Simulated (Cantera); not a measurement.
# Aluminium and copper etching: Al + I2 + H2

Feed: 1 mol Al, 0.64 mol I2, a varied amount of H2, equilibrated at 1202 °C and 450 Pa.

Cantera equilibrium calculation (NASA polynomials, part measured and part estimated; ideal gas, pure solids and liquids). Candidate condensed phases: Al, AlI3, I2; 11 gas species. Kinetics and transport are ignored.

From 0.43 mol H2 to 20 mol H2 nothing is condensed. The main Al-bearing gas is AlI throughout.

```
n(H2) (mol)   x H2   x AlI     x I     x HI    x AlI3
-----------  -----  ------  ------  -------  --------
0.43         0.249   0.591   0.135   0.0168   0.00812
0.7          0.352   0.509   0.116   0.0172   0.00523
1.1          0.460   0.423  0.0968   0.0164   0.00301
1.8          0.583   0.326  0.0748   0.0143   0.00138
2.9          0.693   0.240  0.0549   0.0114  0.000550
4.7          0.785   0.168  0.0382  0.00845  0.000186
7.6          0.855   0.113  0.0256  0.00591   5.61e-5
12           0.903  0.0754  0.0171  0.00405   1.66e-5
20           0.940  0.0470  0.0106  0.00257   4.02e-6
```
x: gas mole fraction; nothing condenses.
